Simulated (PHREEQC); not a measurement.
Consider water at 20 °C with 0.081 mol HF, 0.03 mol H2SiF6, 0.01 mol H3PO4 and 0.0098 mol HCl per kg of water. Closed to the air; pH follows from the charge balance.

Equilibrium calculation in PHREEQC: ion-association model, phreeqc.dat.

Precipitation was switched off in this run.

Question: Order these F species by the share of F that they hold, largest first: HF2-, SiF6-2, F-, HF.

Answer: SiF6-2 (69 %), HF (30 %), F- (0.49 %), HF2- (0.29 %)

The pH is 1.22 and the ionic strength 0.103 mol/kgw. Species that the database lacks are ignored. SiF6-2 is the database's only silicon fluoride.
